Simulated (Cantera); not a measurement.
An adiabatic, constant-volume homogeneous reactor starts with 14.3 % CH₄, 11.4 % O₂, 74.3 % N₂, at 1075 K and 1.01 bar.

Computed with Cantera and GRI-Mech 3.0 (53 species, 325 reactions).

Question: Predict: time of steepest temperature rise; temperature at 1.00 s; equilibrium temperature; x(CH₄) at 1.00 s; x(O₂) at 1.00 s; x(C₂H) at 1.00 s; x(C₂H₄) at 1.00 s; x(CH₂CO) at 1.00 s.

Answer: 
```
Property                                                              Value
---------------------------------  ----------------------------------------
time of steepest temperature rise                                   0.797 s
temperature at 1.00 s                                                1912 K
equilibrium temperature                                              1910 K
x(CH₄) at 1.00 s                   0.000303 (gas-phase equilibrium 4.20e-9)
x(O₂) at 1.00 s                     1.26e-9 (gas-phase equilibrium 1.20e-9)
x(C₂H) at 1.00 s                     2.80e-9 (gas-phase equilibrium <1e-12)
x(C₂H₄) at 1.00 s                    6.56e-7 (gas-phase equilibrium <1e-12)
x(CH₂CO) at 1.00 s                   1.28e-7 (gas-phase equilibrium <1e-12)
```
